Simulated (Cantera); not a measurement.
NO annealing gas

An isothermal, constant-pressure homogeneous reactor starts with 85.5 % NO, 14.5 % N₂, at 2200 K and 0.780 bar.

Model: GRI-Mech 3.0 (53 species, 325 reactions), integrated in Cantera.

| t (s) | x NO | x N₂ | x O | x NO₂ | x O₂ |
|---|---|---|---|---|---|
| 1.00e-5 | 0.855 | 0.145 | 2.24e-5 | 3.16e-6 | 2.84e-7 |
| 3.46e-5 | 0.855 | 0.145 | 6.93e-5 | 2.43e-5 | 3.35e-6 |
| 0.000119 | 0.854 | 0.145 | 0.000225 | 0.000120 | 5.24e-5 |
| 0.000412 | 0.852 | 0.146 | 0.000459 | 0.000265 | 0.000765 |
| 0.00143 | 0.845 | 0.150 | 0.000512 | 0.000297 | 0.00428 |
| 0.00492 | 0.820 | 0.162 | 0.000614 | 0.000357 | 0.0167 |
| 0.0170 | 0.734 | 0.205 | 0.000876 | 0.000478 | 0.0595 |
| 0.0588 | 0.483 | 0.331 | 0.00138 | 0.000515 | 0.185 |
| 0.203 | 0.128 | 0.508 | 0.00186 | 0.000189 | 0.362 |
| 0.702 | 0.0211 | 0.562 | 0.00199 | 3.33e-5 | 0.415 |
| 2.42 | 0.0151 | 0.565 | 0.00199 | 2.40e-5 | 0.418 |
| 8.38 | 0.0151 | 0.565 | 0.00199 | 2.40e-5 | 0.418 |
| 28.9 | 0.0151 | 0.565 | 0.00199 | 2.40e-5 | 0.418 |
| 100 | 0.0151 | 0.565 | 0.00199 | 2.40e-5 | 0.418 |
x: mole fraction; the columns are a selection and need not sum to one.

Equilibrium at this temperature and pressure: NO 0.0151, N₂ 0.565, O 0.00199, NO₂ 2.40e-5, O₂ 0.418 (gas phase only).
